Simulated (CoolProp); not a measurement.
Vapour-liquid equilibrium of R125 (1) + R245fa (2) at 0.0367 bar; x and y are mole fractions of (1).

Computed with CoolProp (multi-fluid Helmholtz-energy mixture model, Lemmon 2005 and Akasaka 2015; pair parameters Bell 2016).

Q: Give the bubble temperature and the first vapour's composition at x = 0.05, 0.45, 0.65. Is there an azeotrope?

A: x = 0.05: 209.2 K, y = 0.756; x = 0.45: 183.4 K, y = 0.989; x = 0.65: 179.6 K, y = 0.995. No azeotrope shows between x = 0.05 and 0.95.

Pair parameters are fitted to limited data, so mixtures are less certain than the pure fluids.
